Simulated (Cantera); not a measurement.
Input: 1 mol Ti, 3.4 mol O₂, 6.8 mol N₂, held at 53.0 mbar.

These are equilibrium values from Cantera (NASA tables, ideal gas, pure condensed phases), not measurements of a reactor. Candidate condensed phases: Ti, TiN, TiO, TiO₂, Ti₂O₃, Ti₃O₅, Ti₄O₇; 12 gas species. Rates play no part.

log p: log10 of the partial pressure in bar; n: condensed amount in mol.

```json
[
 {"T (°C)": "1702", "log p N₂": "-1.41", "log p O₂": "-1.87", "log p NO": "-3.39", "log p O": "-4.19", "log p TiO₂": "(withheld)", "n TiO₂(rutile)": "1.000", "n TiO₂(l)": "0"},
 {"T (°C)": "1727", "log p N₂": "-1.41", "log p O₂": "-1.87", "log p NO": "-3.36", "log p O": "-4.11", "log p TiO₂": "(withheld)", "n TiO₂(rutile)": "1.000", "n TiO₂(l)": "0"},
 {"T (°C)": "1752", "log p N₂": "-1.41", "log p O₂": "-1.87", "log p NO": "-3.33", "log p O": "-4.03", "log p TiO₂": "(withheld)", "n TiO₂(rutile)": "1.000", "n TiO₂(l)": "0"},
 {"T (°C)": "1777", "log p N₂": "-1.41", "log p O₂": "-1.87", "log p NO": "-3.31", "log p O": "-3.95", "log p TiO₂": "(withheld)", "n TiO₂(rutile)": "1.000", "n TiO₂(l)": "0"},
 {"T (°C)": "1802", "log p N₂": "-1.41", "log p O₂": "-1.87", "log p NO": "-3.28", "log p O": "-3.87", "log p TiO₂": "(withheld)", "n TiO₂(rutile)": "1.000", "n TiO₂(l)": "0"},
 {"T (°C)": "1827", "log p N₂": "-1.41", "log p O₂": "-1.87", "log p NO": "-3.25", "log p O": "-3.79", "log p TiO₂": "(withheld)", "n TiO₂(rutile)": "1.000", "n TiO₂(l)": "0"},
 {"T (°C)": "1852", "log p N₂": "-1.41", "log p O₂": "-1.87", "log p NO": "-3.23", "log p O": "-3.72", "log p TiO₂": "(withheld)", "n TiO₂(rutile)": "1.000", "n TiO₂(l)": "0"},
 {"T (°C)": "1877", "log p N₂": "-1.41", "log p O₂": "-1.87", "log p NO": "-3.20", "log p O": "-3.65", "log p TiO₂": "(withheld)", "n TiO₂(rutile)": "0", "n TiO₂(l)": "1.000"},
 {"T (°C)": "1902", "log p N₂": "-1.41", "log p O₂": "-1.88", "log p NO": "-3.18", "log p O": "-3.58", "log p TiO₂": "(withheld)", "n TiO₂(rutile)": "0", "n TiO₂(l)": "0.999"}
]
```

**Question.** What belongs in the gaps?

**Answer.** 
- 1702, log p TiO₂: -6.87
- 1727, log p TiO₂: -6.67
- 1752, log p TiO₂: -6.47
- 1777, log p TiO₂: -6.28
- 1802, log p TiO₂: -6.09
- 1827, log p TiO₂: -5.91
- 1852, log p TiO₂: -5.73
- 1877, log p TiO₂: -5.58
- 1902, log p TiO₂: -5.43
